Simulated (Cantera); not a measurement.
Moist CO burnout

An isothermal, constant-pressure homogeneous reactor starts with 0.155 % CO, 2.62 % O2, 0.175 % H2O, 97.0 % N2, equivalence ratio 0.030, at 1500 K and 980000 Pa.

Cantera simulation using GRI-Mech 3.0 (53 species, 325 reactions); the numbers are that mechanism's predictions, not measurements.

```tsv
t (s)	x CO	x O2	x H2O	x NO	x H2O2	x NO2	x O
0.000100	0.00155	0.0262	0.00175	<1e-12	1.52e-11	<1e-12	1.57e-7
0.000316	0.00152	0.0262	0.00174	1.62e-10	3.97e-9	2.28e-12	1.14e-5
0.00100	0.000813	0.0258	0.00173	6.50e-8	1.66e-8	3.18e-9	3.30e-5
0.00316	0.000174	0.0255	0.00174	2.98e-7	5.47e-9	1.51e-8	8.96e-6
0.0100	1.46e-5	0.0254	0.00174	4.55e-7	1.13e-9	1.12e-8	1.45e-6
0.0316	4.83e-7	0.0254	0.00175	4.87e-7	2.46e-10	3.65e-9	2.85e-7
0.100	1.58e-8	0.0254	0.00175	4.94e-7	1.81e-10	2.87e-9	2.08e-7
0.316	1.53e-8	0.0254	0.00175	5.10e-7	1.81e-10	2.97e-9	2.08e-7
1.00	1.53e-8	0.0254	0.00175	5.61e-7	1.81e-10	3.27e-9	2.08e-7
3.16	1.53e-8	0.0254	0.00175	7.24e-7	1.81e-10	4.21e-9	2.08e-7
10.0	1.53e-8	0.0254	0.00175	1.24e-6	1.81e-10	7.20e-9	2.08e-7
```
x: mole fraction; the columns are a selection and need not sum to one.

Equilibrium at this temperature and pressure: CO 1.54e-8, O2 0.0252, H2O 0.00175, NO 0.000473, H2O2 1.80e-10, NO2 2.74e-6, O 2.07e-7 (gas phase only).
